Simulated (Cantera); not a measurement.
# Ignition delay

Mixture: 13.4 % CH3OH, 18.2 % O2, 68.5 % N2, at 1.00 bar, adiabatic and at constant pressure. Ignition delay is the time to a rise of 400 K.

Computed with Cantera and GRI-Mech 3.0 (53 species, 325 reactions). GRI-Mech 3.0 was tuned for natural gas; its chemistry of methanol as a main component is partial and can be far from experiment.

```tsv
T0 (K)	delay (ms)
1075	94.6
1125	35.1
1175	14.2
1225	6.26
1275	2.96
1325	1.50
1375	0.805
1425	0.458
1475	0.275
1525	0.173
```

| Item | Result |
|---|---|
| apparent activation energy between 1425 and 1525 K | 180 kJ/mol |
